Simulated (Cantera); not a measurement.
## Catalytic combustion on Pt

An isothermal plug-flow reactor at 925 K and 510 Torr (inlet), inlet velocity 4.7 m/s, active area per volume 190 1/m; feed CH4 : O2 : N2 = 0.026 : 0.012 : 0.79 (molar parts).

Computed with Cantera and Deutschmann's 1995 Pt surface mechanism with GRI-Mech 3.0 gas chemistry. Catalytic surfaces can have several steady states; this one follows from the mechanism file's or the stated starting coverage. Mass transfer to the wall is taken as infinitely fast.

```tsv
z (m)	x CH4	x O2	x H2O	x CO2	x CO	θ free Pt	θ H*	θ CO*	θ C*
0.0003	0.0307	0.0134	0.00146	2.53e-6	0.000733	0.795	0.000578	0.0866	0.118
0.0005	0.0303	0.0128	0.00218	3.56e-6	0.00110	0.734	0.000703	0.102	0.163
0.00083	0.0298	0.0121	0.00312	4.68e-6	0.00158	0.662	0.000854	0.113	0.224
0.0014	0.0292	0.0112	0.00431	5.81e-6	0.00220	0.579	0.00103	0.116	0.304
0.0023	0.0285	0.0102	0.00559	6.75e-6	0.00289	0.498	0.00119	0.109	0.391
0.0039	0.0276	0.00909	0.00702	7.52e-6	0.00370	0.412	0.00134	0.0945	0.492
0.0064	0.0268	0.00804	0.00834	8.04e-6	0.00448	0.337	0.00145	0.0758	0.585
0.011	0.0260	0.00695	0.00967	8.39e-6	0.00532	0.265	0.00153	0.0550	0.679
0.018	0.0252	0.00605	0.0107	8.58e-6	0.00603	0.209	0.00155	0.0388	0.750
0.03	0.0246	0.00524	0.0117	8.70e-6	0.00671	0.163	0.00153	0.0259	0.810
```
x: gas mole fraction; θ: surface coverage.
